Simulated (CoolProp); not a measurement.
Saturation properties of isobutane.

Computed with CoolProp (reference Helmholtz-energy equation of state, Bücker 2006).

```
T (K)  p (kPa)  vapour density (kg/m³)  surface tension (mN/m)  liquid viscosity (µPa s)
-----  -------  ----------------------  ----------------------  ------------------------
293.7    307.3                     ___                    10.5                       ___
304.9      ___                   10.99                    9.26                       141
316.1    573.6                   14.74                    8.03                       126
327.3    757.5                   19.48                    6.84                       ___
338.5    981.5                     ___                    5.67                      99.9
349.7      ___                     ___                    4.55                      88.9
360.9     1571                   42.66                    3.47                      78.6
372.1     1948                     ___                    2.46                      68.7
```

**Question.** Fill in the missing entries.

**Answer.** 
- 293.7, vapour density (kg/m³): 8.040
- 293.7, liquid viscosity (µPa s): 158
- 304.9, p (kPa): 425.0
- 327.3, liquid viscosity (µPa s): 112
- 338.5, vapour density (kg/m³): 25.45
- 349.7, p (kPa): 1251
- 349.7, vapour density (kg/m³): 33.00
- 372.1, vapour density (kg/m³): 55.31

It boils at 261.4 K under 1 atm.

Viscosity comes from a separate model (Vogel 2000). Surface tension comes from a separate correlation (Mulero 2012).
